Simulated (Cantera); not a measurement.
A closed system holds: 1 mol FeS, 1 mol H2, 1.2 mol N2, held at 923.15 K and 10.0 mbar.

Equilibrium computed with Cantera from the NASA thermochemical tables; the gas is ideal and each condensed phase is pure. Candidate condensed phases: Fe, FeS, FeS2, S; 16 gas species. FeS: taken at fixed stoichiometry. Equilibrium is a limit: real reactors are often held back by kinetics, nucleation or transport.

Base state: N2 0.545, H2 0.454, H2S 0.000260 (mole fractions); condensed: Fe(α) + FeS(s).

**Question.** What changes in the equilibrium state with this change: FeS replaced by PbO?

**Answer.** 
```
species             before     after
----------------  --------  --------
N2                   0.545     0.545
H2O                      0     0.454
Pb                       0  0.000255
H2                   0.454   4.99e-5
H2S               0.000260         0
Fe(α), mol        0.000571         0
FeS(s), mol          0.999         0
Pb(l), mol               0     0.999
PbO(yellow), mol         0  0.000106
```
Further candidate phases: H2O, Pb, PbO, PbO2, Pb3O4.

**Question.** What changes in the equilibrium state with this change: FeS replaced by PbS?

**Answer.** 
```json
[
 {"species": "N2", "before": "0.545", "after": "0.545"},
 {"species": "H2", "before": "0.454", "after": "0.450"},
 {"species": "H2S", "before": "0.000260", "after": "0.00373"},
 {"species": "PbS", "before": "0", "after": "0.000974"},
 {"species": "Pb", "before": "0", "after": "0.000255"},
 {"species": "Fe(α), mol", "before": "0.000571", "after": "0"},
 {"species": "FeS(s), mol", "before": "0.999", "after": "0"},
 {"species": "Pb(l), mol", "before": "0", "after": "0.00765"},
 {"species": "PbS(s), mol", "before": "0", "after": "0.990"}
]
```
Further candidate phases: Pb, PbS.
